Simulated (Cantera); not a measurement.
Input (Python, Cantera):

```python
import numpy as np
import cantera as ct

gas = ct.Solution("SiF4_NH3_mec.yaml", "gas")
gas.TPX = 1875, 101325, {'NH3': 1, 'N2': 28}
inlet = ct.Reservoir(gas, clone=True)

reactor = ct.IdealGasConstPressureReactor(gas, energy="off", clone=False)
exhaust = ct.Reservoir(gas, clone=True)
tau = [10, 2.8, 0.79, 0.22, 0.062, 0.017, 0.0049, 0.0014, 0.00038, 0.00011][0]
for a, b in ((inlet, reactor), (reactor, exhaust)):
    ct.MassFlowController(a, b, mdot=lambda t: reactor.mass / tau)
net = ct.ReactorNet([reactor])
show = ['NH3', 'N2H4', 'N2H2', 'H2', 'N2', 'NH2']

rows = []
print(f"{'tau/s':>10s}{'T/K':>9s}" + "".join(f"{s:>11s}" for s in show))
for tau in [10, 2.8, 0.79, 0.22, 0.062, 0.017, 0.0049, 0.0014, 0.00038, 0.00011]:
    net.initial_time = 0.0
    net.advance(30 * tau)
    before = gas.X
    net.advance(40 * tau)
    drift = np.max(np.abs(gas.X - before) / (gas.X + 1e-9))
    rows.append([gas.T, *gas[show].X, drift])
    print(f"{tau:10.3e}{gas.T:9.1f}" + "".join(f"{x:11.3e}" for x in gas[show].X))
```

Result:

```
     tau/s      T/K        NH3       N2H4       N2H2         H2         N2        NH2
 1.000e+01   1875.0  1.014e-03  4.851e-11  1.106e-09  4.847e-02  9.504e-01  5.906e-06
 2.800e+00   1875.0  2.676e-03  2.186e-10  4.088e-09  4.607e-02  9.512e-01  1.254e-05
 7.900e-01   1875.0  6.849e-03  9.058e-10  1.365e-08  4.002e-02  9.531e-01  2.552e-05
 2.200e-01   1875.0  1.509e-02  3.023e-09  3.690e-08  2.806e-02  9.568e-01  4.661e-05
 6.200e-02   1875.0  2.478e-02  7.031e-09  6.945e-08  1.400e-02  9.611e-01  7.109e-05
 1.700e-02   1875.0  3.105e-02  1.252e-08  9.322e-08  4.873e-03  9.640e-01  9.486e-05
 4.900e-03   1875.0  3.343e-02  1.710e-08  9.476e-08  1.414e-03  9.650e-01  1.109e-04
 1.400e-03   1875.0  3.419e-02  1.466e-08  6.722e-08  3.227e-04  9.654e-01  1.026e-04
 3.800e-04   1875.0  3.441e-02  4.454e-09  1.818e-08  4.810e-05  9.655e-01  5.659e-05
 1.100e-04   1875.0  3.446e-02  4.808e-10  1.623e-09  9.773e-06  9.655e-01  1.860e-05
```

Cantera simulation using the gas-phase N/H chemistry of the illustrative SiF4/NH3 mechanism in the Surface Chemkin manual (1991); the numbers are that mechanism's predictions, not measurements. Walls and surfaces, which speed up NH3 decomposition in real reactors, are not modelled.
